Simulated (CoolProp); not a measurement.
Saturation properties of R141b.

Values from CoolProp's reference Helmholtz-energy equation of state, Lemmon 2006. It is a short technical equation, of lower accuracy than the large ones.

```csv
T (K),p (bar),vapour Z,liquid conductivity (mW/(m K))
252.2,0.09832,0.9921,104
258.7,0.1392,(withheld),102
265.2,0.1930,(withheld),100
271.7,(withheld),0.9844,98.4
278.3,0.3535,0.9809,96.5
284.8,(withheld),(withheld),94.7
291.3,0.6051,0.9725,(withheld)
297.8,0.7755,0.9674,91.0
```

Q: Some entries are withheld; supply them.

A: 
- 258.7, vapour Z: 0.9899
- 265.2, vapour Z: 0.9874
- 271.7, p (bar): 0.2629
- 284.8, p (bar): 0.4659
- 284.8, vapour Z: 0.9769
- 291.3, liquid conductivity (mW/(m K)): 92.8

It boils at 305.2 K under 1 atm.

Thermal conductivity comes from a separate model (Huber 2003), an estimate that may be off by 10 % or more.
